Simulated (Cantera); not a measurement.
Mixture: C₃H₈ : O₂ : N₂ = 1 : 3.57 : 13.4 (molar parts), equivalence ratio 1.4, at 0.760 atm, adiabatic and at constant pressure. Ignition delay is the time to a rise of 400 K.

Computed with Cantera and GRI-Mech 3.0 (53 species, 325 reactions). GRI-Mech 3.0 was tuned for natural gas; its chemistry of propane as a main component is partial and can be far from experiment.

Problem. Predict: delay at 1100 K; delay at 1300 K; delay at 1500 K; delay at 1700 K; apparent activation energy between 1600 and 1800 K.

Solution. 
| Item | Result |
|---|---|
| delay at 1100 K | 64.8 ms |
| delay at 1300 K | 1.15 ms |
| delay at 1500 K | 96.2 µs |
| delay at 1700 K | 24.7 µs |
| apparent activation energy between 1600 and 1800 K | 120 kJ/mol |
